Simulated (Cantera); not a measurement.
A closed system holds: 1 mol SiH2Cl2, 30 mol N2, 0.21 mol H2, equilibrated at 550 °C and 1.00 bar.

Equilibrium computed with Cantera from the NASA thermochemical tables; the gas is ideal and each condensed phase is pure. Candidate condensed phases: NH4Cl, Si, Si3N4; 28 gas species. N2 is the only nitrogen source here; it is nearly inert below about 1500 K, so the nitride shown seldom forms there in practice. Kinetics and transport are ignored.

Base state: N2 0.936, HCl 0.0401, H2 0.0184, SiCl4 0.00585 (mole fractions); condensed: Si3N4(s).

Q: What changes in the equilibrium state with this change: pressure from 1.00 bar to 0.0133 bar?

A: 
| species | before | after |
|---|---|---|
| N2 | 0.936 | 0.934 |
| HCl | 0.0401 | 0.0472 |
| H2 | 0.0184 | 0.0148 |
| SiCl4 | 0.00585 | 0.00408 |
| Si3N4(s), mol | 0.272 | 0.290 |

Q: What changes in the equilibrium state with this change: temperature from 550 °C to 1425 °C?

A: 
```json
[
 {"species": "N2", "before": "0.936", "after": "0.932"},
 {"species": "HCl", "before": "0.0401", "after": "0.0435"},
 {"species": "H2", "before": "0.0184", "after": "0.0164"},
 {"species": "SiCl2", "before": "<1e-9", "after": "0.00569"},
 {"species": "SiCl4", "before": "0.00585", "after": "0.000852"},
 {"species": "SiCl3", "before": "2.59e-8", "after": "0.00157"},
 {"species": "Cl", "before": "<1e-9", "after": "3.82e-5"},
 {"species": "H", "before": "<1e-9", "after": "1.86e-5"},
 {"species": "Si3N4(s), mol", "before": "0.272", "after": "0.247"}
]
```
The tables' values for SiCl3 are old estimates; treat these amounts as uncertain.
